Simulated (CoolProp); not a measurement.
Properties of R245fa at several states.

Model: reference Helmholtz-energy equation of state, Akasaka 2015, in CoolProp.

```
T (°C)  p (bar)   phase  density (kg/m³)  Prandtl number
------  -------  ------  ---------------  --------------
43.05      11.1  liquid             1291            5.07
109.35     5.83     gas            26.89           0.697
133.35      156  liquid             1103            3.49
```

Viscosity comes from a separate model (Bell 2016), an estimate that may be off by 10 % or more. Thermal conductivity comes from a separate model (Huber 2003), an estimate that may be off by 10 % or more.
